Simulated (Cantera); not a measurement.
Input (Python, Cantera) and output of one run.

```python
import numpy as np
import cantera as ct

gas_names = """
    H F2 CuF2 H2O
""".split()
cond_names = """
    Cu2O(s) Cu2O(L)
""".split()


# ... load() reads the species with a 1 bar reference pressure and builds the phases ...
species = {s.name: s for s in load("nasa_gas.yaml", gas_names) + load("nasa_condensed.yaml", cond_names)}
# Each term lists the table entries of one substance; the one whose range holds T is used.
reactions = {
    '2 H(g) + 2 F2(g) + Cu2O = 2 CuF2(g) + H2O(g)':
        [(-2, ['H']), (-2, ['F2']), (-1, ['Cu2O(s)', 'Cu2O(L)']), (2, ['CuF2']), (1, ['H2O'])],
}


def pick(names, T):
    return next(species[n] for n in names if species[n].thermo.min_temp <= T <= species[n].thermo.max_temp)


results = []
for label, terms in reactions.items():
    print(label)
    print("     T/K   dH/kJ  dS/(J/K)   dG/kJ   log10 K")
    for T in [300, 1400, 1500, 1600, 1700, 1800, 1900, 2000, 2100, 2200, 2300]:
        used = [(nu, pick(names, T)) for nu, names in terms]
        dH = sum(nu * s.thermo.h(T) for nu, s in used) / 1e6
        dS = sum(nu * s.thermo.s(T) for nu, s in used) / 1e3
        dG = dH - T * dS / 1e3
        logK = -dG * 1e6 / (ct.gas_constant * T * np.log(10))
        results.append((label, T, dH, dS, dG, logK, [s.name for _, s in used]))
        print(f"{T:8g} {dH:8.1f} {dS:8.1f} {dG:8.1f} {logK:8.2f}")
```

Output:

```
2 H(g) + 2 F2(g) + Cu2O = 2 CuF2(g) + H2O(g)
     T/K   dH/kJ  dS/(J/K)   dG/kJ   log10 K
     300  -1041.1     -4.6  -1039.7   181.02
    1400  -1087.1    -67.3   -992.9    37.04
    1500  -1092.2    -70.8   -985.9    34.33
    1600  -1162.4   -117.0   -975.1    31.83
    1700  -1167.8   -120.3   -963.3    29.60
    1800  -1173.0   -123.3   -951.1    27.60
    1900  -1178.2   -126.1   -938.6    25.80
    2000  -1183.2   -128.7   -925.9    24.18
    2100  -1188.1   -131.0   -912.9    22.71
    2200  -1192.9   -133.3   -899.7    21.36
    2300  -1197.5   -135.3   -886.2    20.13
```

Cantera with NASA thermochemical tables; ideal gases at 1 bar, condensed phases pure. Condensed species are held in their standard states even where they would react or evaporate.
